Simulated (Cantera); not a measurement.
A Cantera script and what it prints.

```python
import numpy as np
import cantera as ct

gas_names = """
    NO2 N2O O3
""".split()
cond_names = """
    Fe(a) Fe(c) Fe(d) Fe(L) Fe2O3(s)
""".split()


# ... load() reads the species with a 1 bar reference pressure and builds the phases ...
species = {s.name: s for s in load("nasa_gas.yaml", gas_names) + load("nasa_condensed.yaml", cond_names)}
# Each term lists the table entries of one substance; the one whose range holds T is used.
reactions = {
    '2 Fe + 2 NO2(g) = Fe2O3 + N2O(g)':
        [(-2, ['Fe(a)', 'Fe(c)', 'Fe(d)', 'Fe(L)']), (-2, ['NO2']), (1, ['Fe2O3(s)']), (1, ['N2O'])],
    '2 Fe + O3(g) = Fe2O3':
        [(-2, ['Fe(a)', 'Fe(c)', 'Fe(d)', 'Fe(L)']), (-1, ['O3']), (1, ['Fe2O3(s)'])],
}


def pick(names, T):
    return next(species[n] for n in names if species[n].thermo.min_temp <= T <= species[n].thermo.max_temp)


results = []
for label, terms in reactions.items():
    print(label)
    print("     T/K   dH/kJ  dS/(J/K)   dG/kJ   log10 K")
    for T in [300, 950, 1025, 1100, 1175, 1250, 1325, 1400]:
        used = [(nu, pick(names, T)) for nu, names in terms]
        dH = sum(nu * s.thermo.h(T) for nu, s in used) / 1e6
        dS = sum(nu * s.thermo.s(T) for nu, s in used) / 1e3
        dG = dH - T * dS / 1e3
        logK = -dG * 1e6 / (ct.gas_constant * T * np.log(10))
        results.append((label, T, dH, dS, dG, logK, [s.name for _, s in used]))
        print(f"{T:8g} {dH:8.1f} {dS:8.1f} {dG:8.1f} {logK:8.2f}")
```

It prints:

```
2 Fe + 2 NO2(g) = Fe2O3 + N2O(g)
     T/K   dH/kJ  dS/(J/K)   dG/kJ   log10 K
     300   -812.1   -227.5   -743.8   129.51
     950   -791.7   -192.9   -608.5    33.46
    1025   -791.9   -193.1   -594.1    30.27
    1100   -794.5   -195.5   -579.5    27.52
    1175   -793.3   -194.5   -564.8    25.11
    1250   -793.5   -194.6   -550.2    22.99
    1325   -791.9   -193.4   -535.6    21.12
    1400   -790.5   -192.4   -521.2    19.45
2 Fe + O3(g) = Fe2O3
     T/K   dH/kJ  dS/(J/K)   dG/kJ   log10 K
     300   -967.1   -206.2   -905.2   157.61
     950   -950.4   -178.0   -781.3    42.96
    1025   -951.0   -178.6   -768.0    39.14
    1100   -953.9   -181.3   -754.5    35.83
    1175   -953.0   -180.6   -740.9    32.94
    1250   -953.5   -180.9   -727.3    30.39
    1325   -952.2   -179.9   -713.7    28.14
    1400   -951.1   -179.1   -700.3    26.13
```

Cantera with NASA thermochemical tables; ideal gases at 1 bar, condensed phases pure. Condensed species are held in their standard states even where they would react or evaporate.
